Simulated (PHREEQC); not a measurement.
Dissolve 0.014 mol/kgw HF, 0.0047 mol/kgw CsF, 5.4e-05 mol/kgw H4SiO4 and 8.2e-05 mol/kgw H3PO4 at 25 °C. Closed to the air; pH follows from the charge balance.

Computed with PHREEQC (ion-association model, wateq4f.dat).

The ionic strength comes out as 0.00629 mol/kgw. What activity coefficients do SiF6-2, H2PO4-, Cs+, H+, F- get?

SiF6-2 0.72, H2PO4- 0.92, Cs+ 0.92, H+ 0.93, F- 0.92.

This is a speciation only: nothing precipitates in the calculation. H3PO4, which wateq4f.dat lacks, is added to it with the constant of phreeqc.dat. SiF6-2 is the database's only silicon fluoride.
